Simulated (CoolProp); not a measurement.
Saturation properties of CH2F2 (R32).

Computed with CoolProp (reference Helmholtz-energy equation of state, Tillner-Roth 1997).

```csv
T (K),p (kPa),liquid density (kg/m³),surface tension (mN/m),liquid conductivity (mW/(m K))
208.2,48.94,1249,23.3,203
210.3,55.29,1243,22.9,201
212.4,62.29,1238,22.5,200
214.6,70.37,1232,22.0,198
216.7,78.85,1226,21.6,197
218.8,88.13,1220,21.2,195
221,98.78,1214,20.8,194
223.1,109.9,1209,20.3,192
225.2,121.9,1203,19.9,191
227.4,135.7,1196,19.5,189
229.5,149.9,1191,19.1,188
231.6,165.3,1185,18.7,186
233.7,181.9,1179,18.3,185
235.9,200.6,1172,17.8,183
```

It boils at 221.5 K under 1 atm.

Thermal conductivity comes from a separate model (Huber 2003), an estimate that may be off by 10 % or more. Surface tension comes from a separate correlation (Mulero 2012).
